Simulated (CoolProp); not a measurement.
The fluid at 552.68 K and 0.527 MPa expands adiabatically to 0.0597 MPa with isentropic efficiency 0.8. The same conditions are run with several fluids, on thermodynamics alone (safety and materials aside).

Computed with CoolProp (reference Helmholtz-energy equation of state of each fluid (n-butane: Bücker 2006; propylene: Lemmon 2013; toluene: Lemmon 2006; nitrogen: Span 2000; p-xylene: Zhou 2012)).

```
fluid      work (kJ/kg)  final temperature (K)  final density (kg/m³)
---------  ------------  ---------------------  ---------------------
n-butane     (withheld)                  502.5             (withheld)
propylene           173             (withheld)             (withheld)
toluene            80.0                  506.9                   1.32
nitrogen            214                  349.3                  0.576
p-xylene           69.2                  512.8                   1.50
```

Q: Complete the blanks.

A: 
- n-butane, work (kJ/kg): 129
- n-butane, final density (kg/m³): 0.833
- propylene, final temperature (K): 476.3
- propylene, final density (kg/m³): 0.635
